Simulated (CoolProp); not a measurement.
The fluid at 364.89 K and 0.627 MPa flows at 16 m/s in a round tube of 4.6 mm bore and 0.25 µm roughness, fully developed (64/Re and Nu = 3.66 if laminar; Colebrook and Gnielinski if turbulent). The same conditions are run with several fluids, on thermodynamics alone (safety and materials aside).

Model: reference Helmholtz-energy equation of state of each fluid (c-C4F8 (RC318): Platzer 1990; dry air: Lemmon 2000; methane: Setzmann 1991; R236FA: Pan 2012; propylene: Lemmon 2013), in CoolProp. The equations of Platzer and Polt are older, rougher fits. Blends and air are pseudo-pure fits.

Q: Rank c-C4F8 (RC318), dry air, methane, R236FA, propylene by Reynolds number, highest first.

A: c-C4F8 (RC318) (237000), R236FA (191000), propylene (63400), dry air (20400), methane (18400)

```
fluid           Darcy friction factor  pressure drop (Pa/m)  heat-transfer coefficient (W/(m² K))  mass flow (kg/h)
--------------  ---------------------  --------------------  ------------------------------------  ----------------
c-C4F8 (RC318)                 0.0156                 20000                                  1440              44.0
dry air                        0.0259                  4310                                   352              5.73
methane                        0.0265                  2460                                   473              3.19
R236FA                         0.0162                 15800                                  1260              33.5
propylene                      0.0200                  5100                                   738              8.75
```

Transport values come from each fluid's own correlations; those of c-C4F8 (RC318), R236FA, propylene are estimates that may be off by 10 % or more.
